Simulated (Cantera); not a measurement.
Charge: 1 mol B₂O₃, 9.1 mol NH₃, at 0.790 bar.

Cantera equilibrium calculation (NASA polynomials, part measured and part estimated; ideal gas, pure solids and liquids). Candidate condensed phases: B, BN, B₂O₃, B₃O₃H₃, H₂O; 39 gas species. The numbers say what is thermodynamically allowed, not how fast it happens.

At 2125 K, list the 6 most abundant gas species with their mole fractions, and the condensed phases.

H₂ 0.673, N₂ 0.236, HBO 0.0302, HBO₂ 0.0279, B₂O₃ 0.0188, H₂O 0.00520. Condensed: gas only.
